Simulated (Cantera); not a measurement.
Source: NASA polynomial tables (part measured, part estimated), evaluated in Cantera. Values are per mole of reaction as written; species without (g) are pure solids or liquids, kept so even where they would boil at 1 bar.

Mg(g) + O(g) → MgO, with ΔH° = -997.5 kJ and ΔS° = -282.8 J/K at 300 K.

**Question.** How far is the shortcut ΔG° ≈ ΔH°(300 K) − T·ΔS°(300 K) from the full temperature-dependent value at 1648, 1673, 1698, 1723, 1748, 1773, 1798 K?

**Answer.** 
```json
[
 {"T (K)": "1648", "shortcut (kJ)": "-531.5", "full (kJ)": "-537.1", "difference (kJ)": "5.7", "difference in log10 K": "-0.18"},
 {"T (K)": "1673", "shortcut (kJ)": "-524.4", "full (kJ)": "-530.3", "difference (kJ)": "5.9", "difference in log10 K": "-0.18"},
 {"T (K)": "1698", "shortcut (kJ)": "-517.3", "full (kJ)": "-523.5", "difference (kJ)": "6.2", "difference in log10 K": "-0.19"},
 {"T (K)": "1723", "shortcut (kJ)": "-510.3", "full (kJ)": "-516.7", "difference (kJ)": "6.4", "difference in log10 K": "-0.20"},
 {"T (K)": "1748", "shortcut (kJ)": "-503.2", "full (kJ)": "-509.9", "difference (kJ)": "6.7", "difference in log10 K": "-0.20"},
 {"T (K)": "1773", "shortcut (kJ)": "-496.1", "full (kJ)": "-503.1", "difference (kJ)": "7.0", "difference in log10 K": "-0.21"},
 {"T (K)": "1798", "shortcut (kJ)": "-489.1", "full (kJ)": "-496.3", "difference (kJ)": "7.3", "difference in log10 K": "-0.21"}
]
```
The shortcut ignores the heat-capacity change of the reaction.
